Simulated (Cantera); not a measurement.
**Fe + CO2 + H2 (metals in furnace atmospheres)**

Feed: 1 mol Fe, 1.2 mol CO2, a varied amount of H2, at 1448.15 K and 0.130 bar.

Cantera equilibrium calculation (NASA polynomials, part measured and part estimated; ideal gas, pure solids and liquids). Candidate condensed phases: C, C6H6, C7H8, C8H18, Fe, Fe(CO)5, FeO, Fe(OH)2, Fe(OH)3, Fe2O3, Fe3O4, H2O; 114 gas species. Mutual solubility and eutectic melting of coexisting phases are not modelled. The tables' stoichiometric FeO is somewhat more stable than real wüstite, so its field is too wide. FeO: taken at fixed stoichiometry. The numbers say what is thermodynamically allowed, not how fast it happens.

| n(H2) (mol) | x H2 | x CO | x H2O | x CO2 | x H | x Fe(OH)2 | x Fe | n Fe(γ) | n FeO(s) |
|---|---|---|---|---|---|---|---|---|---|
| 1.3 | 0.372 | 0.411 | 0.148 | 0.0688 | 1.56e-5 | 1.37e-6 | 3.68e-7 | 0.341 | 0.659 |
| 2 | 0.448 | 0.321 | 0.177 | 0.0537 | 1.71e-5 | 1.65e-6 | 3.68e-7 | 0.540 | 0.460 |
| 2.8 | 0.501 | 0.257 | 0.199 | 0.0430 | 1.81e-5 | 1.85e-6 | 3.68e-7 | 0.767 | 0.233 |
| 3.6 | 0.537 | 0.214 | 0.213 | 0.0358 | 1.88e-5 | 1.98e-6 | 3.68e-7 | 0.994 | 0.00587 |
| 4.4 | 0.597 | 0.189 | 0.189 | 0.0253 | 1.98e-5 | 1.40e-6 | 3.68e-7 | 1.000 | 0 |
| 5.2 | 0.644 | 0.169 | 0.169 | 0.0187 | 2.05e-5 | 1.04e-6 | 3.68e-7 | 1.000 | 0 |
| 5.9 | 0.677 | 0.154 | 0.154 | 0.0148 | 2.11e-5 | 8.24e-7 | 3.68e-7 | 1.000 | 0 |
| 6.7 | 0.708 | 0.140 | 0.140 | 0.0117 | 2.16e-5 | 6.51e-7 | 3.68e-7 | 1.000 | 0 |
| 7.5 | 0.734 | 0.128 | 0.128 | 0.00949 | 2.19e-5 | 5.27e-7 | 3.68e-7 | 1.000 | 0 |
| 8.3 | 0.755 | 0.118 | 0.118 | 0.00784 | 2.23e-5 | 4.36e-7 | 3.68e-7 | 1.000 | 0 |
x: gas mole fraction; n: condensed amount in mol.

From 1.3 mol H2 to 3.6 mol H2 the condensed part is Fe(γ) + FeO(s). From 4.4 mol H2 to 8.3 mol H2 the condensed part is Fe(γ). The main Fe-bearing gas is Fe(OH)2 throughout.
